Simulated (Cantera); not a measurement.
A closed system holds: 1 mol SiF4, 0.11 mol H2O, 3.4 mol H2, held at 1077 °C and 2.78 Torr.

Method: chemical equilibrium by Gibbs-energy minimisation in Cantera with the NASA 1993 tables (ideal gas, pure condensed phases). Candidate condensed phases: H2O, Si, SiO2; 38 gas species. The tables' values for SiF3, SiF2 are old estimates; treat these amounts as uncertain. The tables hold silica as quartz up to 1696 K and as liquid above; real silica turns to tridymite and cristobalite and melts near 1996 K. The numbers say what is thermodynamically allowed, not how fast it happens.

Base state: H2 0.743, SiF4 0.204, HF 0.0504, SiF3 0.00200, SiHF3 0.000446, H2O 0.000134, H 3.38e-5, SiO 2.04e-5 (mole fractions); condensed: SiO2(β-quartz).

**Question.** What changes in the equilibrium state with this change: 0.15 mol O2 added?

**Answer.** 
| species | before | after |
|---|---|---|
| H2 | 0.743 | 0.658 |
| HF | 0.0504 | 0.171 |
| SiF4 | 0.204 | 0.169 |
| SiF2 | 1.50e-5 | 9.49e-7 |
| SiO | 2.04e-5 | 1.42e-6 |
| H2O | 0.000134 | 0.00170 |
| SiHF3 | 0.000446 | 9.61e-5 |
| SiF3 | 0.00200 | 0.000459 |
| SiO2(β-quartz), mol | 0.0546 | 0.201 |
The tables' values for SiF3 are old estimates; treat these amounts as uncertain.
